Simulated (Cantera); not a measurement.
## Diamond growth

A diamond (100) surface in a fixed gas of H2 with x(CH4) = 0.025, x(H) = 0.00035, at 1300 K, 0.0190 bar; coverages are run to steady state.

Model: the Harris–Goodwin 1993 mechanism for the reconstructed diamond (100) surface, integrated in Cantera.

| x(CH3) | growth (µm/h) | θ c6HH | θ c6H* | θ c6*H | θ c6** | θ c6HM |
|---|---|---|---|---|---|---|
| 1e-06 | 0.000470 | 0.498 | 0.0417 | 0.445 | 0.0156 | 5.44e-7 |
| 2.1e-06 | 0.000986 | 0.498 | 0.0417 | 0.445 | 0.0156 | 1.14e-6 |
| 4.3e-06 | 0.00202 | 0.498 | 0.0417 | 0.445 | 0.0156 | 2.34e-6 |
| 8.9e-06 | 0.00418 | 0.497 | 0.0417 | 0.445 | 0.0156 | 4.84e-6 |
| 1.8e-05 | 0.00844 | 0.497 | 0.0417 | 0.445 | 0.0155 | 9.79e-6 |
| 3.8e-05 | 0.0178 | 0.497 | 0.0417 | 0.445 | 0.0155 | 2.07e-5 |
| 7.9e-05 | 0.0367 | 0.497 | 0.0416 | 0.445 | 0.0154 | 4.29e-5 |
| 0.00016 | 0.0736 | 0.497 | 0.0416 | 0.445 | 0.0152 | 8.68e-5 |
| 0.00034 | 0.153 | 0.497 | 0.0416 | 0.444 | 0.0149 | 0.000184 |
θ: site fractions in the mechanism's names (c6HH fully hydrogenated, c6H* and c6*H radical sites, c6** diradical, c6HM methylated).
